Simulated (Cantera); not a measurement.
An isothermal plug-flow reactor at 1175 K and 2.30 bar (inlet), inlet velocity 0.058 m/s, active area per volume 200 1/m; feed 0.268 % CH4, 15.0 % O2, 84.7 % N2.

Computed with Cantera and Deutschmann's 1995 Pt surface mechanism with GRI-Mech 3.0 gas chemistry. Catalytic surfaces can have several steady states; this one follows from the mechanism file's or the stated starting coverage. Mass transfer to the wall is taken as infinitely fast.

One state of this run: x CH4 = 0.000121; x O2 = 0.145; x H2O = 0.00505; x CO2 = 0.00249; x CO = 7.81e-7; θ free Pt = 0.310; θ O* = 0.688; θ OH* = 0.00133. x: gas mole fraction; θ: surface coverage.

### Question
Which value of z (m) does it belong to?
A. 0.00057
B. 0.0026
C. 0.00012
D. 0.0016

### Answer
B, 0.0026
